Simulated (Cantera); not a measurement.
An isothermal, constant-pressure homogeneous reactor starts with 5.84 % H2, 94.2 % O2, at 1025 K and 0.975 Torr.

Computed with Cantera and GRI-Mech 3.0 (53 species, 325 reactions). Radical loss at walls, strong at low pressure, is not modelled. The temperature is held fixed by assumption; the heat of reaction is taken as removed at once.

x: mole fraction; the columns are a selection and need not sum to one.

| t (s) | x H2 | x O2 | x H2O2 | x HO2 | x O | x H | x OH |
|---|---|---|---|---|---|---|---|
| 5.00e-5 | 0.0584 | 0.942 | <1e-12 | 5.07e-12 | <1e-12 | 4.96e-12 | <1e-12 |
| 0.000121 | 0.0584 | 0.942 | <1e-12 | 1.23e-11 | <1e-12 | 1.17e-11 | <1e-12 |
| 0.000294 | 0.0584 | 0.942 | <1e-12 | 2.98e-11 | 3.38e-12 | 2.68e-11 | 3.12e-12 |
| 0.000713 | 0.0584 | 0.942 | <1e-12 | 7.22e-11 | 1.79e-11 | 5.92e-11 | 1.49e-11 |
| 0.00173 | 0.0584 | 0.942 | <1e-12 | 1.75e-10 | 9.04e-11 | 1.36e-10 | 6.22e-11 |
| 0.00419 | 0.0584 | 0.942 | <1e-12 | 4.25e-10 | 5.13e-10 | 4.47e-10 | 2.83e-10 |
| 0.0102 | 0.0584 | 0.942 | <1e-12 | ? | 6.33e-9 | 4.43e-9 | 3.14e-9 |
| 0.0246 | 0.0584 | 0.942 | 2.86e-12 | ? | 1.29e-6 | 8.82e-7 | 6.31e-7 |
| 0.0597 | 0.0151 | 0.915 | 3.29e-8 | 6.98e-7 | 0.0168 | 0.0161 | 0.00387 |
| 0.145 | 0.00103 | 0.902 | 7.57e-9 | 6.63e-7 | 0.0315 | 0.0140 | 0.00195 |
| 0.351 | 0.000911 | 0.907 | 7.78e-9 | 6.57e-7 | 0.0279 | 0.0116 | 0.00183 |
| 0.851 | 0.000705 | 0.915 | 8.58e-9 | 6.38e-7 | 0.0208 | 0.00755 | 0.00162 |
| 2.06 | 0.000388 | 0.927 | 9.79e-9 | ? | 0.0110 | 0.00292 | 0.00120 |
| 5.00 | 0.000123 | 0.936 | 1.05e-8 | ? | 0.00342 | 0.000509 | 0.000679 |

Task: What belongs in the gaps?

Result: 
- 0.0102, x HO2: 1.04e-9
- 0.0246, x HO2: 4.61e-9
- 2.06, x HO2: 5.69e-7
- 5.00, x HO2: 4.02e-7
